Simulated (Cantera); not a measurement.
A freely propagating, adiabatic, planar premixed flame of 5.06 % CH4, 1.37 % C2H6, 15.7 % O2, 77.9 % N2, unburnt at 475 K and 5.00 bar; mixture-averaged transport, grid criteria slope 0.08 and curve 0.16, no radiation.

Detailed kinetics in Cantera: GRI-Mech 3.0 (53 species, 325 reactions). Burning velocities carry a grid error of a few per cent, more on coarse grids.

Predict: laminar burning velocity; thermal thickness; peak x(HCO); peak x(C2H2); peak x(CH2CO).


| Item | Result |
|---|---|
| laminar burning velocity | 25.5 cm/s |
| thermal thickness | 0.179 mm |
| peak x(HCO) | 9.82e-6 |
| peak x(C2H2) | 0.000230 |
| peak x(CH2CO) | 0.000387 |
